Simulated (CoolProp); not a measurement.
1000 sccm (0 °C, 1 atm) of nitrogen bubbles through liquid dimethyl carbonate at 292.1 K and leaves saturated at a total pressure of 0.0615 MPa (ideal gas phase). Each further row changes one setting.

The numbers come from the reference Helmholtz-energy equation of state, Zhou 2011 in CoolProp.

```csv
case,vapour pressure (kPa),mole fraction of vapour,delivery (mg/min),delivery (sccm),change of delivery for a bath 1 K warmer (%)
as stated,5.29,…,…,…,…
bath temperature 297.1 K,…,0.112,…,…,6.0
total pressure 0.123 MPa,5.29,…,180,44.9,5.8
```

Q: What belongs in the gaps?

A: 
- as stated, mole fraction of vapour: 0.0859
- as stated, delivery (mg/min): 378
- as stated, delivery (sccm): 94.0
- as stated, change of delivery for a bath 1 K warmer (%): 6.1
- bath temperature 297.1 K, vapour pressure (kPa): 6.88
- bath temperature 297.1 K, delivery (mg/min): 506
- bath temperature 297.1 K, delivery (sccm): 126
- total pressure 0.123 MPa, mole fraction of vapour: 0.0430
